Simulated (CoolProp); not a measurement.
Computed with CoolProp (reference Helmholtz-energy equation of state, Akasaka 2015).

### Question
Give the vapour pressure (MPa), vapour Z, surface tension (mN/m), liquid viscosity (µPa s) of saturated R245fa at 51.95 °C.

### Answer
| T (°C) | p (MPa) | vapour Z | surface tension (mN/m) | liquid viscosity (µPa s) |
|---|---|---|---|---|
| 51.95 | 0.365 | 0.898 | 10.2 | 289 |

Viscosity comes from a separate model (Bell 2016), an estimate that may be off by 10 % or more. Surface tension comes from a separate correlation (Mulero 2012).
